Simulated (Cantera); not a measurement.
A closed system holds: 1 mol CaCl2, a varied amount of O2, 5 mol N2, held at 2048 K and 10.0 Pa.

Points: n(O2) (mol) = 0.27, 0.44, 0.72, 1.2, 1.9, 3.1, 5.

Cantera's Mixture.equilibrate('TP', solver="vcs", rtol=1e-11, max_steps=5000) on the NASA tables stopped like this:

```
ERROR: FAILURE its = 5001!

*******************************************************************************
CanteraError thrown by MultiPhase::equilibrate:
VCS solver failed. Return code: -1
*******************************************************************************
```

Problem. What got this run through?

Solution. Several could match; the one computed here: The failure is numerical, not chemical. The same input converged with solver="gibbs", rtol=1e-10, max_steps=50000, and the result passed a check of the equilibrium conditions:
```
log10 of partial pressures in bar; condensed amounts in mol
     n(O2)        N2        O2        CL     CaCL2         O    CaO(s)
      0.27    -4.113    -5.808    -5.085    -4.954    -5.922    0.2458
      0.44    -4.127    -5.481    -5.025    -4.997    -5.759    0.2994
      0.72    -4.148    -5.199    -4.981    -5.050    -5.618    0.3527
       1.2    -4.181    -4.947    -4.954    -5.121    -5.492    0.4088
       1.9    -4.224    -4.752    -4.946    -5.203    -5.394    0.4611
       3.1    -4.287    -4.574    -4.958    -5.317    -5.305      0.52
         5    -4.372    -4.431    -4.994    -5.461    -5.234    0.5811
```

The gas is ideal and each condensed phase is pure. Condensed phases not in the tables: oxide chlorides.
